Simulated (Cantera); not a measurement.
Input: 1 mol H₂S, 0.2 mol H₂, 0.3 mol O₂, equilibrated at 12.0 mbar.

These are equilibrium values from Cantera (NASA tables, ideal gas, pure condensed phases), not measurements of a reactor. Candidate condensed phases: H₂O, H₂SO₄, S; 19 gas species. Kinetics and transport are ignored. All values below are at 2673 K.

Base state: H₂ 0.294, H 0.254, S 0.160, SO 0.125, H₂O 0.0584, S₂ 0.0412, SH 0.0239, SO₂ 0.0227 (mole fractions); condensed: gas only.

**Question.** What changes in the equilibrium state with this change: H₂S replaced by SO₂?

**Answer.** 
| species | before | after |
|---|---|---|
| SO₂ | 0.0227 | 0.419 |
| O₂ | 0.000559 | 0.150 |
| SO | 0.125 | 0.141 |
| H₂ | 0.294 | 0.0147 |
| H | 0.254 | 0.0568 |
| S₂ | 0.0412 | 0.000196 |
| SH | 0.0239 | 0.000370 |
| O | 0.00695 | 0.114 |
| S | 0.160 | 0.0111 |
| OH | 0.0126 | 0.0461 |
| H₂O | 0.0584 | 0.0479 |
| SO₃ | 8.16e-8 | 2.47e-5 |
| H₂S | 0.000982 | 3.39e-6 |
| S₂O | 0.000194 | 1.51e-5 |
